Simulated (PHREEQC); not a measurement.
Na2CO3 is added in steps, without added water, to 1 kg of water holding 170 mmol/kgw AgNO3 and 1.1 mmol/kgw HNO3, at 25 °C. Oxygen alone is held at its pressure in air (log pO2 = -0.68). CO2 from the air is kept out. Solids allowed: Ag2O, Ag2CO3, Nahcolite, Natron. Others were left out.

Base run: PHREEQC, ion-association model, wateq4f.dat. Each further column changes one thing. The table gives pH.

```tsv
Na2CO3 added (mol)	base	AgNO3 from 0.17 to 0.085 mol/kgw	HNO3 from 0.0011 to 0.00099 mol/kgw	no solid may form
0	3.05	3.04	3.10	3.05
0.01075	5.41	5.77	5.44	10.24
0.0215	5.48	5.96	5.51	10.42
0.03225	5.57	6.30	5.59	10.51
0.043	5.67	8.36	5.69	10.56
0.05375	5.80	10.49	5.83	10.61
0.0645	6.00	10.62	6.03	10.64
0.07525	6.37	10.70	6.40	10.66
0.086	8.98	10.75	9.14	10.69
```

 In at least one series the solution becomes supersaturated in solids that the run did not let form, among them Ag2O, Ag2CO3.
